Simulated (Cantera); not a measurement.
A Cantera script and its output.

```python
import numpy as np
import cantera as ct

gas = ct.Solution("gri30.yaml")
gas.TPX = 475, 13332, {'CH4': 1, 'CO': 0.37, 'O2': 2.38, 'N2': 7.84}
flame = ct.FreeFlame(gas, width=0.16)
flame.set_refine_criteria(ratio=3, slope=0.08, curve=0.16)
flame.transport_model = "mixture-averaged"
flame.solve(loglevel=0, auto=True)
z, T = flame.grid, flame.T
thick = (T[-1] - T[0]) / np.gradient(T, z).max()
show = ['CH4', 'CO', 'O2', 'OH', 'NO', 'O']
print(f"laminar burning velocity  {flame.velocity[0] * 100:.3f} cm/s")
print(f"burnt temperature         {T[-1]:.1f} K")
print(f"thermal thickness         {thick * 1e3:.4f} mm")
print(f"grid points               {len(z)}")
z0 = z[flame.heat_release_rate.argmax()]
print(f"{'z/mm':>9s}{'T/K':>9s}{'u/(m/s)':>9s}" + "".join(f"{s:>11s}" for s in show))
rows = []
for k in (-3, -2, -1.5, -1, -0.5, -0.25, 0, 0.25, 0.5, 1, 2, 4, 8):
    zz = z0 + k * thick
    rows.append([k * thick, np.interp(zz, z, T), np.interp(zz, z, flame.velocity),
                 *(np.interp(zz, z, flame.X[gas.species_index(s)]) for s in show)])
    print(f"{rows[-1][0] * 1e3:9.3f}{rows[-1][1]:9.1f}{rows[-1][2]:9.3f}" + "".join(f"{x:11.3e}" for x in rows[-1][3:]))
```

It prints:

```
laminar burning velocity  150.508 cm/s
burnt temperature         2294.0 K
thermal thickness         1.9000 mm
grid points               168
     z/mm      T/K  u/(m/s)        CH4         CO         O2         OH         NO          O
   -5.700    475.0    1.505  8.626e-02  3.192e-02  2.053e-01  9.362e-12  9.730e-13  4.467e-10
   -3.800    475.1    1.507  8.617e-02  3.189e-02  2.051e-01  2.143e-09  2.956e-11  9.758e-09
   -2.850    476.5    1.514  8.595e-02  3.184e-02  2.047e-01  2.327e-07  4.094e-10  8.839e-08
   -1.900    502.5    1.604  8.434e-02  3.199e-02  2.026e-01  1.630e-05  1.210e-08  1.579e-06
   -0.950    802.6    2.602  6.732e-02  3.934e-02  1.814e-01  1.081e-04  2.936e-07  4.103e-05
   -0.475   1203.7    3.951  3.970e-02  5.522e-02  1.440e-01  7.097e-04  9.549e-07  3.201e-04
    0.000   1606.5    5.326  1.106e-02  7.286e-02  9.529e-02  3.525e-03  2.386e-06  1.976e-03
    0.475   1776.5    5.903  1.199e-03  7.230e-02  6.383e-02  7.862e-03  4.243e-06  6.053e-03
    0.950   1814.2    6.013  7.007e-05  6.235e-02  5.096e-02  1.020e-02  5.524e-06  8.956e-03
    1.900   1841.9    6.070  2.651e-07  4.835e-02  4.344e-02  1.145e-02  6.912e-06  1.033e-02
    3.800   1873.3    6.144  1.005e-10  3.946e-02  4.009e-02  1.200e-02  8.965e-06  1.034e-02
    7.600   1914.8    6.258  3.899e-15  3.665e-02  3.848e-02  1.227e-02  1.301e-05  9.628e-03
   15.200   1975.6    6.428  6.792e-18  3.515e-02  3.689e-02  1.238e-02  2.137e-05  8.325e-03
```

Detailed kinetics in Cantera: GRI-Mech 3.0 (53 species, 325 reactions). Burning velocities carry a grid error of a few per cent, more on coarse grids.
